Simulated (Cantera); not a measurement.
Charge: 1 mol SiC, 0.0079 mol O2, 82 mol H2, held at 12.0 Torr.

These are equilibrium values from Cantera (NASA tables, ideal gas, pure condensed phases), not measurements of a reactor. Candidate condensed phases: C, C6H6, C7H8, C8H18, H2O, Si, SiC, SiO2; 123 gas species. Mutual solubility and eutectic melting of coexisting phases are not modelled. The tables hold silica as quartz up to 1696 K and as liquid above; real silica turns to tridymite and cristobalite and melts near 1996 K. Gases not in the tables: Si2H6 and higher silanes. Kinetics and transport are ignored.

x: gas mole fraction; n: condensed amount in mol.

```csv
T (K),x H2,x H,x Si,x C2H2 (acetylene),x SiC2,x Si2C,n SiC(s),n SiO2(β-quartz)
1123,1.000,3.37e-7,<1e-12,4.11e-10,<1e-12,<1e-12,0.993,0.00700
1223,1.000,2.38e-6,8.24e-12,3.49e-10,<1e-12,<1e-12,0.994,0.00482
1323,1.000,1.25e-5,6.46e-10,6.74e-10,<1e-12,<1e-12,0.992,0
1423,1.000,5.25e-5,1.37e-8,4.68e-9,<1e-12,1.10e-11,0.992,0
1523,1.000,0.000183,1.94e-7,2.52e-8,<1e-12,3.54e-10,0.992,0
1623,0.999,0.000546,1.96e-6,1.12e-7,___,7.26e-9,0.992,0
1723,0.998,0.00144,1.40e-5,4.82e-7,___,9.70e-8,0.991,0
1823,0.996,0.00342,6.38e-5,2.82e-6,___,7.64e-7,0.988,0
1923,0.992,0.00742,0.000174,2.76e-5,___,3.40e-6,0.981,0
2023,0.984,0.0149,0.000470,0.000179,___,1.42e-5,0.953,0
2123,0.970,0.0279,0.00138,0.000670,___,6.17e-5,0.861,0
2223,0.944,0.0492,0.00391,0.00196,___,0.000248,0.581,0
```

Complete the blanks.


- 1623, x SiC2: 2.91e-11
- 1723, x SiC2: 6.82e-10
- 1823, x SiC2: 1.42e-8
- 1923, x SiC2: 3.05e-7
- 2023, x SiC2: 4.40e-6
- 2123, x SiC2: 4.09e-5
- 2223, x SiC2: 0.000293
